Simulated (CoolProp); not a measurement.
Dodecamethylcyclohexasiloxane (D6) along the isotherm 346.85 °C: density (kg/m³) from the reference equation and from simpler models built on Tc = 372.6 °C, pc = 961.4 kPa, ω = 0.736; each cubic takes its own stable root.

Model: reference Helmholtz-energy equation of state, Colonna 2008, in CoolProp. It is a short technical equation, of lower accuracy than the large ones.

| p (kPa) | phase | reference |
|---|---|---|
| 320 | gas | 33.39 |
| 961 | liquid | 518.2 |
| 1280 | liquid | 535.1 |
| 1600 | liquid | 548.5 |
| 1920 | liquid | 559.8 |
| 2240 | liquid | 569.5 |
| 2560 | liquid | 578.1 |
| 2880 | liquid | 585.8 |
| 3200 | liquid | 592.9 |
| 3530 | liquid | 599.6 |
| 3850 | liquid | 605.7 |
| 4170 | liquid | 611.3 |
| 4490 | liquid | 616.6 |
| 4810 | liquid | 621.6 |

Question: How far does each simpler model (van der Waals, Redlich-Kwong, Soave-Redlich-Kwong, Peng-Robinson) lie from the reference over these 14 states: mean and median of the absolute difference, and the worst?

Answer: 
- van der Waals: mean 28.0 %, median 28.6 %, worst -36.5 % at 346.85 °C and 961 kPa
- Redlich-Kwong: mean 9.3 %, median 8.3 %, worst -18.8 % at 346.85 °C and 961 kPa
- Soave-Redlich-Kwong: mean 6.2 %, median 5.6 %, worst -11.1 % at 346.85 °C and 961 kPa
- Peng-Robinson: mean 4.5 %, median 5.1 %, worst +7.2 % at 346.85 °C and 4810 kPa
